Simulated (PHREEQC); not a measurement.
A solution holds 0.29 mol/kgw Na3PO4 and 0.27 mol/kgw KCl, at 25 °C. Closed to the air; pH follows from the charge balance.

Computed with PHREEQC (ion-association model, phreeqc.dat).

```json
{
  "pH": "12.12",
  "ionic_strength": "1.95 mol/kgw",
  "activity_of_water": "0.971",
  "density": "1.059 g/cm³",
  "total_alkalinity": "580 meq/kg"
}
```

| species | molality | activity | log γ |
|---|---|---|---|
| Na+ | 0.865 | 0.706 | -0.088 |
| Cl- | 0.270 | 0.158 | -0.234 |
| K+ | 0.269 | 0.153 | -0.244 |
| PO4-3 | 0.266 | 0.00146 | -2.261 |
| OH- | 0.0244 | 0.0130 | -0.273 |
| HPO4-2 | 0.0179 | 0.00244 | -0.865 |
| NaHPO4- | 0.00538 | 0.00336 | -0.205 |
| KHPO4- | 0.00117 | 0.000729 | -0.205 |
| H2PO4- | 4.75e-8 | 2.97e-8 | -0.205 |

Precipitation was switched off in this run. Caution: at this ionic strength the ion-association model is outside its range; a Pitzer model would be the better tool where its parameters exist.
